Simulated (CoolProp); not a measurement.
Sulfur dioxide along the isobar 207 bar: density (kg/m³) from the reference equation and from simpler models built on Tc = 430.6 K, pc = 78.87 bar, ω = 0.256; each cubic takes its own stable root.

Computed with CoolProp (reference Helmholtz-energy equation of state, Gao 2016).

```tsv
T (K)	phase	reference
398.3	liquid	1123
416.4	liquid	1058
434.5	supercritical	985.9
452.6	supercritical	904.0
470.7	supercritical	810.7
488.8	supercritical	708.1
506.9	supercritical	607.2
525	supercritical	522.6
```

Task: How far does each simpler model (van der Waals, Redlich-Kwong, Soave-Redlich-Kwong, Peng-Robinson) lie from the reference over these 8 states: mean and median of the absolute difference, and the worst?

Result: 
- van der Waals: mean 21.1 %, median 24.6 %, worst -33.6 % at 398.3 K and 207 bar
- Redlich-Kwong: mean 9.5 %, median 11.8 %, worst -13.4 % at 416.4 K and 207 bar
- Soave-Redlich-Kwong: mean 13.5 %, median 13.6 %, worst -15.4 % at 470.7 K and 207 bar
- Peng-Robinson: mean 5.2 %, median 5.7 %, worst -8.2 % at 488.8 K and 207 bar
